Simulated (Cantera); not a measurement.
A closed system holds: 1 mol Pb, 0.56 mol CO, a varied amount of N2, held at 1198 K and 1.33 mbar.

These are equilibrium values from Cantera (NASA tables, ideal gas, pure condensed phases), not measurements of a reactor. Candidate condensed phases: C, Pb, PbO, PbO2, Pb3O4; 27 gas species. The numbers say what is thermodynamically allowed, not how fast it happens.

### Question
At 9.1 mol N2, list the 3 most abundant gas species with their mole fractions, and the condensed phases.

### Answer
N2 0.854, Pb 0.0938, CO 0.0525. Condensed: gas only.
